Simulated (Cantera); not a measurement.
Cantera with NASA thermochemical tables; ideal gases at 1 bar, condensed phases pure. Values are per mole of reaction as written; species without (g) are pure solids or liquids, kept so even where they would boil at 1 bar.

Task: Between 1098 and 1473 K, where is each reaction favourable under standard conditions?
- 3 NO(g) + 6 CrO₃(g) = 7 O₃(g) + 3 Cr₂N

Result: 
- 3 NO(g) + 6 CrO₃(g) = 7 O₃(g) + 3 Cr₂N: ΔG° is 2460 kJ at 1098 K and 2558 kJ at 1473 K; it stays positive (K < 1). ΔH° is 2194 kJ and ΔS° -248 J/K at 1473 K.
